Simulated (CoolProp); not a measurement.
Vapour pressure (kPa) of n-perfluorohexane: the reference equation beside estimates from Tc = 174.9 °C, pc = 1742 kPa, ω = 0.497.

Values from CoolProp's reference Helmholtz-energy equation of state, Gao 2022.

| T (°C) | reference | van der Waals | Redlich-Kwong | Peng-Robinson |
|---|---|---|---|---|
| -52.95 | 0.1898 | 43.06 | 3.092 | 0.2321 |
| -27.15 | ___ | 88.93 | 13.18 | 1.752 |
| -1.45 | 7.984 | 160.9 | 39.88 | 8.366 |
| 24.35 | 28.58 | 265.3 | 96.02 | 29.09 |
| 50.05 | 79.22 | ___ | 195.4 | ___ |
| 75.85 | 183.3 | 589.7 | 353.5 | 183.8 |
| 101.55 | 369.2 | 817.6 | 582.8 | 371.7 |
| 127.35 | 674.3 | 1095 | 898.3 | 682.9 |
| 153.05 | 1144 | 1422 | 1309 | 1162 |

Task: Fill in the missing entries.

Result: 
- -27.15, reference: 1.582
- 50.05, van der Waals: 406.4
- 50.05, Peng-Robinson: 79.60

Absolute difference from the reference over all 9 rows, mean and median: van der Waals 3521.6 and 413.0 %, Redlich-Kwong 360.3 and 146.7 %, Peng-Robinson 4.9 and 1.6 %.
